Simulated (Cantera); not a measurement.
**Diamond growth**

A diamond (100) surface in a fixed gas of H2 with x(CH4) = 0.017, x(H) = 0.002, x(CH3) = 4.1e-05, 0.0197 atm; coverages are run to steady state.

Model: the Harris–Goodwin 1993 mechanism for the reconstructed diamond (100) surface, integrated in Cantera.

| T (K) | growth (µm/h) | θ c6HH | θ c6H* | θ c6*H | θ c6** | θ c6HM |
|---|---|---|---|---|---|---|
| 925 | 0.281 | 0.656 | 0.0120 | 0.308 | 0.00525 | 0.0146 |
| 1000 | 0.344 | 0.591 | 0.0180 | 0.369 | 0.00928 | 0.00881 |
| 1075 | 0.255 | 0.533 | 0.0251 | 0.422 | 0.0148 | 0.00341 |
| 1150 | 0.131 | 0.481 | 0.0327 | 0.463 | 0.0215 | 0.000810 |
| 1225 | 0.0920 | 0.437 | 0.0404 | 0.493 | 0.0289 | 0.000167 |
| 1300 | 0.0901 | 0.402 | 0.0481 | 0.514 | 0.0363 | 3.52e-5 |
| 1375 | 0.0679 | 0.375 | 0.0554 | 0.526 | 0.0432 | 7.46e-6 |
θ: site fractions in the mechanism's names (c6HH fully hydrogenated, c6H* and c6*H radical sites, c6** diradical, c6HM methylated).
